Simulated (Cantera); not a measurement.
An isothermal, constant-pressure homogeneous reactor starts with CH2O : O2 : N2 = 0.0024 : 0.024 : 1 (molar parts), equivalence ratio 0.10, at 1150 K and 7.30 atm. Integrator tolerance rtol = 1e-08.

Model: GRI-Mech 3.0 (53 species, 325 reactions), integrated in Cantera.

What does this change do: 0.085 parts CH4 added?


| quantity | before | after |
|---|---|---|
| x(CH2O) at 10.0 s | <1e-12 (gas-phase equilibrium <1e-12) | 6.53e-8 (gas-phase equilibrium 1.31e-8) |
| x(O2) at 10.0 s | 0.0210 (gas-phase equilibrium 0.0210) | 1.38e-6 (gas-phase equilibrium <1e-12) |
| x(OH) at 10.0 s | 8.06e-8 (gas-phase equilibrium 7.71e-8) | 2.68e-11 (gas-phase equilibrium <1e-12) |
| x(CH4) at 10.0 s | <1e-12 (gas-phase equilibrium <1e-12) | 0.0543 (gas-phase equilibrium 0.0307) |
| x(NO) at 10.0 s | 1.68e-8 (gas-phase equilibrium 4.64e-5) | 3.08e-11 (gas-phase equilibrium <1e-12) |
| x(CO) at 10.0 s | 3.15e-11 (gas-phase equilibrium 3.05e-11) | 0.0144 (gas-phase equilibrium 0.0424) |
GRI-Mech 3.0 stops at C3 and has no aromatics, soot or wall deposition, so with more carbon than oxygen in the feed, carbon stays in small species such as C2H2 where larger ones or solid carbon would form. The temperature is held fixed by assumption; the heat of reaction is taken as removed at once.
